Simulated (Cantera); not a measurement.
A Cantera script and what it prints.

```python
import numpy as np
import cantera as ct

gas_names = """
    O2 PbO VO2
""".split()
cond_names = """
    Ti(a) Ti(b) Ti(L) Ti2O3(a) Ti2O3(b) Ti2O3(L) Nb(cr) Nb(L) NbO2(I) NbO2(II) NbO2(III) NbO2(L) Li(cr)
    Li(L) Li2O(s) Li2O(L) Ti3O5(a) Ti3O5(b) Ti3O5(L) Ta(cr) Ta(L) Ta2O5(s) Ta2O5(L) Pb(cr) Pb(L) V(cr)
    V(L)
""".split()


def load(file, names, dense=False):
    # The tables refer to 1 bar. Condensed volumes are neglected.
    table = {s.name: s for s in ct.Species.list_from_file(file)}
    out = []
    for n in names:
        d = dict(table[n].input_data)
        d["thermo"] = dict(d["thermo"], **{"reference-pressure": 1e5})
        if dense:
            d["equation-of-state"] = {"model": "constant-volume", "density": "1e6 g/cm^3"}
        out.append(ct.Species.from_dict(d))
    return out


species = {s.name: s for s in load("nasa_gas.yaml", gas_names) + load("nasa_condensed.yaml", cond_names)}
# Each term lists the table entries of one substance; the one whose range holds T is used.
reactions = {
    '1.333 Ti + O2(g) = 0.6667 Ti2O3':
        [(-1.3333333333333333, ['Ti(a)', 'Ti(b)', 'Ti(L)']), (-1, ['O2']), (0.6666666666666666, ['Ti2O3(a)', 'Ti2O3(b)', 'Ti2O3(L)'])],
    'Nb + O2(g) = NbO2':
        [(-1, ['Nb(cr)', 'Nb(L)']), (-1, ['O2']), (1, ['NbO2(I)', 'NbO2(II)', 'NbO2(III)', 'NbO2(L)'])],
    '4 Li + O2(g) = 2 Li2O':
        [(-4, ['Li(cr)', 'Li(L)']), (-1, ['O2']), (2, ['Li2O(s)', 'Li2O(L)'])],
    '1.2 Ti + O2(g) = 0.4 Ti3O5':
        [(-1.2, ['Ti(a)', 'Ti(b)', 'Ti(L)']), (-1, ['O2']), (0.4, ['Ti3O5(a)', 'Ti3O5(b)', 'Ti3O5(L)'])],
    '0.8 Ta + O2(g) = 0.4 Ta2O5':
        [(-0.8, ['Ta(cr)', 'Ta(L)']), (-1, ['O2']), (0.4, ['Ta2O5(s)', 'Ta2O5(L)'])],
    '2 Pb + O2(g) = 2 PbO(g)':
        [(-2, ['Pb(cr)', 'Pb(L)']), (-1, ['O2']), (2, ['PbO'])],
    'V + O2(g) = VO2(g)':
        [(-1, ['V(cr)', 'V(L)']), (-1, ['O2']), (1, ['VO2'])],
}


def pick(names, T):
    return next(species[n] for n in names if species[n].thermo.min_temp <= T <= species[n].thermo.max_temp)


results = []
for label, terms in reactions.items():
    print(label)
    print("     T/K   dH/kJ  dS/(J/K)   dG/kJ   log10 K")
    for T in [300, 648, 848, 1048, 1248, 1448, 1648]:
        used = [(nu, pick(names, T)) for nu, names in terms]
        dH = sum(nu * s.thermo.h(T) for nu, s in used) / 1e6
        dS = sum(nu * s.thermo.s(T) for nu, s in used) / 1e3
        dG = dH - T * dS / 1e3
        logK = -dG * 1e6 / (ct.gas_constant * T * np.log(10))
        results.append((label, T, dH, dS, dG, logK, [s.name for _, s in used]))
        print(f"{T:8g} {dH:8.1f} {dS:8.1f} {dG:8.1f} {logK:8.2f}")
```

It prints:

```
1.333 Ti + O2(g) = 0.6667 Ti2O3
     T/K   dH/kJ  dS/(J/K)   dG/kJ   log10 K
     300  -1013.9   -194.4   -955.6   166.37
     648  -1007.5   -181.5   -889.9    71.73
     848  -1003.3   -175.7   -854.2    52.62
    1048   -999.4   -171.6   -819.5    40.85
    1248  -1001.0   -173.0   -785.1    32.86
    1448   -996.4   -169.6   -750.8    27.08
    1648   -992.6   -167.1   -717.1    22.73
Nb + O2(g) = NbO2
     T/K   dH/kJ  dS/(J/K)   dG/kJ   log10 K
     300   -794.9   -187.1   -738.8   128.64
     648   -791.5   -179.9   -674.9    54.40
     848   -788.1   -175.4   -639.4    39.38
    1048   -783.5   -170.5   -604.8    30.14
    1248   -774.8   -162.8   -571.7    23.93
    1448   -771.3   -160.1   -539.4    19.46
    1648   -768.1   -158.1   -507.6    16.09
4 Li + O2(g) = 2 Li2O
     T/K   dH/kJ  dS/(J/K)   dG/kJ   log10 K
     300  -1197.4   -245.9  -1123.7   195.64
     648  -1213.1   -281.3  -1030.8    83.09
     848  -1211.5   -279.2   -974.7    60.04
    1048  -1207.0   -275.3   -918.5    45.78
    1248  -1201.1   -270.2   -863.9    36.16
    1448  -1193.9   -264.8   -810.4    29.23
    1648  -1186.1   -259.8   -757.9    24.02
1.2 Ti + O2(g) = 0.4 Ti3O5
     T/K   dH/kJ  dS/(J/K)   dG/kJ   log10 K
     300   -983.7   -190.3   -926.6   161.33
     648   -975.1   -171.5   -864.0    69.65
     848   -973.2   -168.9   -830.0    51.12
    1048   -971.3   -166.9   -796.4    39.69
    1248   -973.9   -169.2   -762.8    31.93
    1448   -970.3   -166.5   -729.2    26.31
    1648   -966.8   -164.2   -696.2    22.07
0.8 Ta + O2(g) = 0.4 Ta2O5
     T/K   dH/kJ  dS/(J/K)   dG/kJ   log10 K
     300   -818.4   -181.0   -764.1   133.04
     648   -815.1   -174.1   -702.3    56.61
     848   -812.3   -170.3   -667.8    41.14
    1048   -809.2   -167.1   -634.1    31.60
    1248   -805.9   -164.2   -601.0    25.15
    1448   -802.6   -161.7   -568.4    20.50
    1648   -799.2   -159.5   -536.3    17.00
2 Pb + O2(g) = 2 PbO(g)
     T/K   dH/kJ  dS/(J/K)   dG/kJ   log10 K
     300    140.6    145.2     97.0   -16.89
     648    124.5    115.1     49.9    -4.02
     848    120.3    109.5     27.5    -1.69
    1048    116.4    105.3      6.0    -0.30
    1248    112.6    102.0    -14.7     0.62
    1448    108.9     99.2    -34.8     1.26
    1648    105.2     96.9    -54.4     1.72
V + O2(g) = VO2(g)
     T/K   dH/kJ  dS/(J/K)   dG/kJ   log10 K
     300   -232.7     31.1   -242.0    42.13
     648   -235.5     24.6   -251.5    20.27
     848   -237.1     22.6   -256.2    15.78
    1048   -238.8     20.7   -260.5    12.98
    1248   -241.0     18.8   -264.4    11.07
    1448   -243.5     17.0   -268.0     9.67
    1648   -246.5     15.0   -271.2     8.60
```

Standard-state values (1 bar) from the NASA 1993 polynomials, evaluated with Cantera. Condensed species are held in their standard states even where they would react or evaporate.
